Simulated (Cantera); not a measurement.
Diamond growth

A diamond (100) surface in a fixed gas of H2 with x(CH4) = 0.0023, x(H) = 0.0046, at 1373 K, 27.8 Torr; coverages are run to steady state.

Computed with Cantera and the Harris–Goodwin 1993 mechanism for the reconstructed diamond (100) surface.

| x(CH3) | growth (µm/h) | θ c6HH | θ c6H* | θ c6*H | θ c6** | θ c6HM |
|---|---|---|---|---|---|---|
| 1e-06 | 0.00651 | 0.354 | 0.0564 | 0.537 | 0.0524 | 4.25e-7 |
| 2.6e-06 | 0.0169 | 0.354 | 0.0564 | 0.537 | 0.0524 | 1.10e-6 |
| 6.9e-06 | 0.0449 | 0.354 | 0.0564 | 0.537 | 0.0524 | 2.93e-6 |
| 1.8e-05 | 0.117 | 0.354 | 0.0564 | 0.537 | 0.0524 | 7.64e-6 |
| 4.7e-05 | 0.306 | 0.354 | 0.0564 | 0.537 | 0.0523 | 1.99e-5 |
| 0.00012 | 0.778 | 0.354 | 0.0564 | 0.537 | 0.0522 | 5.09e-5 |
| 0.00032 | 2.06 | 0.354 | 0.0564 | 0.536 | 0.0518 | 0.000135 |
| 0.00085 | 5.37 | 0.354 | 0.0563 | 0.536 | 0.0507 | 0.000356 |
| 0.0022 | 13.2 | 0.354 | 0.0561 | 0.534 | 0.0482 | 0.000905 |
θ: site fractions in the mechanism's names (c6HH fully hydrogenated, c6H* and c6*H radical sites, c6** diradical, c6HM methylated).
